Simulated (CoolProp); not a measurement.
A single-stage vapour-compression cycle with the fluid: evaporating at 227.15 K (dew point), condensing at 272.15 K (bubble point), superheat 10 K, subcooling 5 K, compressor efficiency 0.85, no pressure losses. The same conditions are run with several fluids, on thermodynamics alone (safety and materials aside).

Values from CoolProp's reference Helmholtz-energy equation of state of each fluid (R410A: Lemmon 2003; R125: Lemmon 2005; R143a: Lemmon and Jacobsen 2000; isobutene: Lemmon 2005; ethylene: Smukala 2000; dimethyl ether: Wu 2011). Blends and air are pseudo-pure fits.

### Question
Rank R410A, R125, R143a, isobutene, ethylene, dimethyl ether by cooling COP, highest first.

### Answer
isobutene (3.78), dimethyl ether (3.74), R143a (3.62), R410A (3.58), R125 (3.56), ethylene (2.84)

| fluid | pressure ratio | discharge temperature (K) | refrigerating effect (kJ/kg) | volumetric capacity (kJ/m³) |
|---|---|---|---|---|
| R410A | 5.87 | 323.1 | 219 | 1110 |
| R125 | 5.79 | 292.4 | 123 | 875 |
| R143a | 5.59 | 301.8 | 179 | 854 |
| isobutene | 7.87 | 303.2 | 354 | 165 |
| ethylene | 3.32 | 320.8 | 264 | 5400 |
| dimethyl ether | 7.08 | 320.6 | 412 | 356 |
